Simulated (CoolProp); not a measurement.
Vapour-liquid equilibrium of R13 (1) + n-butane (2) at 383 kPa; x and y are mole fractions of (1).

Computed with CoolProp (multi-fluid Helmholtz-energy mixture model, Platzer 1990 and Bücker 2006; pair parameters Bell 2016). This equation is an older, rougher fit; its heat capacities, sound speeds and derivatives of the liquid may be far off and weren't checked against measurements.

Question: Give the bubble temperature and the first vapour's composition at x = 0.2, 0.65, 0.875. Is there an azeotrope?

Answer: x = 0.2: -20.0 °C, y = 0.888; x = 0.65: -43.5 °C, y = 0.977; x = 0.875: -49.1 °C, y = 0.991. No azeotrope shows between x = 0.05 and 0.95.

The pair parameters rest on a limited set of measurements; away from them the model extrapolates. With so large a gap from Raoult's law the liquid may split in two, which this calculation doesn't test in full.
